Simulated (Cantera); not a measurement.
What does this Cantera script print?

```python
import numpy as np
import cantera as ct

gas = ct.Solution("gri30.yaml")
gas.TPX = 1173, 1000000, {'CH4': 1, 'CO': 0.91, 'O2': 6.14, 'N2': 23.1}
reactor = ct.IdealGasReactor(gas, energy="on", clone=False)
net = ct.ReactorNet([reactor])
net.rtol, net.atol = 1e-08, 1e-16
show = ['CH4', 'CO', 'O2', 'NO', 'C2H6', 'HO2', 'H2O2']
times = np.geomspace(1e-06, 0.2, 16)

steps = ct.SolutionArray(gas, extra=["t"])
rows = []
print(f"{'t/s':>10s}{'T/K':>9s}{'P/Pa':>11s}" + "".join(f"{s:>11s}" for s in show))
for t in times:
    while net.time < t:
        t_next = net.step()
        steps.append(gas.state, t=t_next)
    rows.append([np.interp(t, steps.t, y) for y in (steps.T, steps.P, *steps(*show).X.T)])
    print(f"{t:10.3e}{rows[-1][0]:9.1f}{rows[-1][1]:11.4g}" + "".join(f"{x:11.3e}" for x in rows[-1][2:]))
rate = np.gradient(steps.T, steps.t)
print("integrator steps:", len(steps.t))
if steps.T.max() > steps.T[0] + 200:
    print(f"time of steepest temperature rise: {steps.t[rate.argmax()]:.4e} s")
gas.TPX = 1173, 1000000, {'CH4': 1, 'CO': 0.91, 'O2': 6.14, 'N2': 23.1}
gas.equilibrate("UV")
print(f"equilibrium (UV): T = {gas.T:.1f} K  " + "  ".join(f"{s} {gas[s].X[0]:.3e}" for s in show))
```

It prints:

```
       t/s      T/K       P/Pa        CH4         CO         O2         NO       C2H6        HO2       H2O2
 1.000e-06   1173.0      1e+06  3.210e-02  2.921e-02  1.971e-01  5.177e-20  4.241e-15  1.775e-09  1.430e-12
 2.256e-06   1173.0      1e+06  3.210e-02  2.921e-02  1.971e-01  1.489e-19  7.242e-14  4.041e-09  7.317e-12
 5.091e-06   1173.0      1e+06  3.210e-02  2.921e-02  1.971e-01  3.740e-19  1.029e-12  9.027e-09  3.661e-11
 1.149e-05   1173.0      1e+06  3.210e-02  2.921e-02  1.971e-01  8.996e-19  1.362e-11  1.963e-08  1.760e-10
 2.592e-05   1173.0      1e+06  3.210e-02  2.921e-02  1.971e-01  2.179e-18  1.743e-10  4.084e-08  7.721e-10
 5.848e-05   1173.0      1e+06  3.210e-02  2.921e-02  1.971e-01  5.617e-18  2.400e-09  7.935e-08  2.898e-09
 1.320e-04   1173.0      1e+06  3.210e-02  2.921e-02  1.971e-01  1.702e-17  3.645e-08  1.483e-07  8.577e-09
 2.977e-04   1173.0      1e+06  3.210e-02  2.921e-02  1.971e-01  6.976e-17  5.365e-07  2.999e-07  2.188e-08
 6.718e-04   1173.3      1e+06  3.207e-02  2.921e-02  1.971e-01  3.409e-16  4.442e-06  5.593e-07  4.896e-08
 1.516e-03   1174.1  1.001e+06  3.199e-02  2.919e-02  1.970e-01  1.524e-15  1.955e-05  1.069e-06  1.114e-07
 3.420e-03   1178.2  1.004e+06  3.162e-02  2.914e-02  1.967e-01  1.012e-14  8.992e-05  3.477e-06  5.664e-07
 7.717e-03   2307.3   1.94e+06  1.305e-20  4.969e-04  1.188e-01  1.213e-03  2.740e-38  9.084e-06  4.359e-07
 1.741e-02   2296.2  1.931e+06  1.097e-20  4.690e-04  1.167e-01  5.324e-03  4.717e-38  8.662e-06  4.196e-07
 3.928e-02   2285.4  1.922e+06  9.177e-21  4.430e-04  1.148e-01  9.300e-03  3.399e-38  8.266e-06  4.042e-07
 8.864e-02   2281.4  1.918e+06  8.586e-21  4.338e-04  1.140e-01  1.076e-02  3.008e-38  8.124e-06  3.986e-07
 2.000e-01   2281.2  1.918e+06  8.550e-21  4.332e-04  1.140e-01  1.086e-02  2.985e-38  8.115e-06  3.982e-07
integrator steps: 2068
time of steepest temperature rise: 5.6053e-03 s
equilibrium (UV): T = 2281.2 K  CH4 1.280e-20  CO 4.332e-04  O2 1.140e-01  NO 1.086e-02  C2H6 4.945e-38  HO2 8.115e-06  H2O2 3.982e-07
```

Model: GRI-Mech 3.0 (53 species, 325 reactions), integrated in Cantera.
